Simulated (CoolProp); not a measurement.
Saturated liquid density (kg/m³) of R1336mzz(E): the reference equation beside estimates from Tc = 403.5 K, pc = 2779 kPa, ω = 0.413. Rackett uses Z = 0.29056 − 0.08775 ω.

The numbers come from the reference Helmholtz-energy equation of state, Akasaka 2023 in CoolProp.

| T (K) | reference | Rackett | Redlich-Kwong |
|---|---|---|---|
| 299.6 | 1321 | 1353 | 1071 |
| 304.5 | 1306 | ___ | 1055 |
| 309.3 | 1290 | 1319 | 1038 |
| 314.1 | 1274 | ___ | 1022 |
| 318.9 | 1258 | 1283 | 1004 |
| 323.8 | 1241 | ___ | 985.9 |
| 328.6 | 1223 | 1245 | 967.3 |
| 333.4 | 1205 | ___ | ___ |
| 338.2 | 1185 | 1205 | 928.2 |

Q: Some entries are withheld; supply them.

A: 
- 304.5, Rackett: 1336
- 314.1, Rackett: 1301
- 323.8, Rackett: 1264
- 333.4, Rackett: 1226
- 333.4, Redlich-Kwong: 948.1

Absolute difference from the reference over all 9 rows, mean and median: Rackett 2.0 and 2.0 %, Redlich-Kwong 20.2 and 20.2 %.
